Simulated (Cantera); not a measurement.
A diamond (100) surface in a fixed gas of H2 with x(CH4) = 0.0035, x(H) = 0.0041, x(CH3) = 0.00088, 0.180 bar; coverages are run to steady state.

Detailed kinetics in Cantera: the Harris–Goodwin 1993 mechanism for the reconstructed diamond (100) surface.

θ: site fractions in the mechanism's names (c6HH fully hydrogenated, c6H* and c6*H radical sites, c6** diradical, c6HM methylated).

```
T (K)  growth (µm/h)  θ c6HH  θ c6H*  θ c6*H   θ c6**   θ c6HM
-----  -------------  ------  ------  ------  -------  -------
950                …   0.545  0.0120   0.282  0.00534    0.120
1000               …   0.519  0.0159   0.323  0.00792   0.0979
1050               …   0.492  0.0203   0.362   0.0112   0.0792
1100            98.2   0.467  0.0253   0.398   0.0154   0.0616
1150             100   0.445  0.0307   0.433   0.0204   0.0438
1200               …   0.425  0.0365   0.466   0.0262   0.0267
1250               …   0.405  0.0425   0.493   0.0326   0.0137
1300               …   0.384  0.0482   0.514   0.0393  0.00622
1350               …   0.364  0.0537   0.528   0.0460  0.00266
1400               …   0.346  0.0588   0.537   0.0527  0.00111
```

Q: Fill in the missing entries.

A: 
- 950, growth (µm/h): 54.3
- 1000, growth (µm/h): 70.2
- 1050, growth (µm/h): 86.1
- 1200, growth (µm/h): 87.4
- 1250, growth (µm/h): 66.9
- 1300, growth (µm/h): 50.2
- 1350, growth (µm/h): 41.4
- 1400, growth (µm/h): 38.0
